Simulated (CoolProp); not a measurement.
The numbers come from the reference Helmholtz-energy equation of state, Akasaka 2023 in CoolProp.

Task: For R1224YDZ, give the phase and the density (kg/m³), Joule-Thomson coefficient (K/MPa) at 88.05 °C and 0.681 MPa; 125.35 °C and 0.681 MPa; 162.65 °C and 0.681 MPa.

Result: 
- 88.05 °C and 0.681 MPa: gas; density 39.5, Joule-Thomson coefficient 20.0
- 125.35 °C and 0.681 MPa: gas; density 33.9, Joule-Thomson coefficient 13.0
- 162.65 °C and 0.681 MPa: gas; density 30.0, Joule-Thomson coefficient 9.36
